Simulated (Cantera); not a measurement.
Charge: 1 mol SiO2, 0.27 mol MgCl2, 3.4 mol O2, at 100 Torr.

Equilibrium computed with Cantera from the NASA thermochemical tables; the gas is ideal and each condensed phase is pure. Candidate condensed phases: Mg, MgCl2, MgO, MgSiO3, Mg2SiO4, Si, SiO2; 20 gas species. Mutual solubility and eutectic melting of coexisting phases are not modelled. Condensed phases not in the tables: alloys, solid solutions and most ternary compounds. Kinetics and transport are ignored.

At 1050 K, list the 4 most abundant gas species with their mole fractions, and the condensed phases.

O2 0.923, Cl2 0.0761, Cl 0.000598, ClO 1.15e-5. Condensed: MgSiO3(s) + SiO2(β-quartz).
